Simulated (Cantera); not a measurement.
Charge: 1 mol Cu2O, 0.54 mol CH4, 17 mol H2, at 1975 K and 400 Pa.

Method: chemical equilibrium by Gibbs-energy minimisation in Cantera with the NASA 1993 tables (ideal gas, pure condensed phases). Candidate condensed phases: C, C6H6, C7H8, C8H18, Cu, CuO, Cu(OH)2, Cu2O, H2O; 113 gas species. Rates play no part.

Base state: H2 0.836, Cu 0.0960, CO 0.0258, H2O 0.0219, H 0.0198, CO2 0.000150, OH 4.93e-5, Cu2 4.10e-5 (mole fractions); condensed: gas only.

Question: What changes in the equilibrium state with this change: CH4 from 0.54 to 1.1 mol?

Answer: 
| species | before | after |
|---|---|---|
| H2 | 0.836 | 0.846 |
| Cu | 0.0960 | 0.0891 |
| CO | 0.0258 | 0.0446 |
| H2O | 0.0219 | 1.96e-8 |
| H | 0.0198 | 0.0199 |
| C2H2 (acetylene) | <1e-9 | 0.000549 |
| CO2 | 0.000150 | <1e-9 |
| OH | 4.93e-5 | <1e-9 |
| Cu2 | 4.10e-5 | 3.54e-5 |
| C(graphite), mol | 0 | 0.0753 |
